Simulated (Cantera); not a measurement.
A Cantera script and its output.

```python
import numpy as np
import cantera as ct

gas = ct.Solution("gri30.yaml")
gas.TPX = 1400, 110000, {'CH4': 1, 'CO2': 0.88}
reactor = ct.IdealGasConstPressureReactor(gas, energy="off", clone=False)
net = ct.ReactorNet([reactor])
net.rtol, net.atol = 1e-08, 1e-18
show = ['CH4', 'CO2', 'CH2O', 'C2H4', 'HCO']
times = np.geomspace(1e-06, 30, 14)

steps = ct.SolutionArray(gas, extra=["t"])
rows = []
print(f"{'t/s':>10s}{'T/K':>9s}{'P/Pa':>11s}" + "".join(f"{s:>11s}" for s in show))
for t in times:
    while net.time < t:
        t_next = net.step()
        steps.append(gas.state, t=t_next)
    rows.append([np.interp(t, steps.t, y) for y in (steps.T, steps.P, *steps(*show).X.T)])
    print(f"{t:10.3e}{rows[-1][0]:9.1f}{rows[-1][1]:11.4g}" + "".join(f"{x:11.3e}" for x in rows[-1][2:]))
rate = np.gradient(steps.T, steps.t)
print("integrator steps:", len(steps.t))
if steps.T.max() > steps.T[0] + 200:
    print(f"time of steepest temperature rise: {steps.t[rate.argmax()]:.4e} s")
gas.TPX = 1400, 110000, {'CH4': 1, 'CO2': 0.88}
gas.equilibrate("TP")
print(f"equilibrium (TP): T = {gas.T:.1f} K  " + "  ".join(f"{s} {gas[s].X[0]:.3e}" for s in show))
```

It prints:

```
       t/s      T/K       P/Pa        CH4        CO2       CH2O       C2H4        HCO
 1.000e-06   1400.0    1.1e+05  5.319e-01  4.681e-01  5.037e-16  5.601e-16  5.640e-20
 3.760e-06   1400.0    1.1e+05  5.319e-01  4.681e-01  1.144e-14  9.799e-14  2.653e-19
 1.414e-05   1400.0    1.1e+05  5.319e-01  4.681e-01  3.544e-13  1.018e-11  1.268e-18
 5.315e-05   1400.0    1.1e+05  5.319e-01  4.681e-01  1.505e-11  6.875e-10  3.389e-17
 1.998e-04   1400.0    1.1e+05  5.319e-01  4.681e-01  6.903e-10  3.631e-08  4.553e-15
 7.513e-04   1400.0    1.1e+05  5.318e-01  4.681e-01  1.781e-08  1.014e-06  2.550e-13
 2.825e-03   1400.0    1.1e+05  5.317e-01  4.681e-01  1.271e-07  9.094e-06  2.175e-12
 1.062e-02   1400.0    1.1e+05  5.310e-01  4.680e-01  5.463e-07  7.690e-05  1.243e-11
 3.993e-02   1400.0    1.1e+05  5.278e-01  4.676e-01  1.244e-06  7.849e-04  4.039e-11
 1.501e-01   1400.0    1.1e+05  5.128e-01  4.634e-01  1.301e-06  3.771e-03  4.820e-11
 5.645e-01   1400.0    1.1e+05  4.613e-01  4.413e-01  9.411e-07  5.144e-03  4.421e-11
 2.122e+00   1400.0    1.1e+05  3.377e-01  3.555e-01  6.424e-07  8.632e-03  1.480e-10
 7.979e+00   1400.0    1.1e+05  1.519e-01  1.624e-01  5.460e-07  1.736e-02  8.307e-10
 3.000e+01   1400.0    1.1e+05  1.046e-01  9.620e-02  2.546e-07  1.829e-02  1.788e-09
integrator steps: 1574
equilibrium (TP): T = 1400.0 K  CH4 3.030e-02  CO2 1.587e-05  CH2O 1.167e-07  C2H4 4.021e-04  HCO 4.266e-09
```

Detailed kinetics in Cantera: GRI-Mech 3.0 (53 species, 325 reactions).
